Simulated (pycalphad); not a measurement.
Computed with pycalphad from the COST 507 light-alloy database (1999), at 1 atm. The database dates from 1999; later assessments differ in places, in temperatures and in the compounds included. Amounts are mole fractions of atoms.

Question: Give the equilibrium state of Ti-22.72B (wt.%) at 2125 K.

Answer: 
```
T = 2125.00 K, P = 101325 Pa, N = 1 mol of atoms
G = -180276 J/mol, H = -40382 J/mol, S = 65.83 J/(mol K)  (SER reference)
chemical potentials (J/mol): Ti -156103, B -198849
phase             fraction      x(Ti)       x(B)
B4M3                0.9170     0.4286     0.5714
BM                  0.0830     0.5000     0.5000
```

Question: Give the equilibrium state of Ti-22.72B (wt.%) at 3175 K.

Answer: LIQUID, fraction 0.692, with 19.7 B wt.%; B2M, fraction 0.308, with 31.1 B wt.%.

Database names, with the compositions (at.%) that they take in these runs: B2M: B 67 Ti 33; B4M3: B 57 Ti 43; BM: Ti 50 B 50.
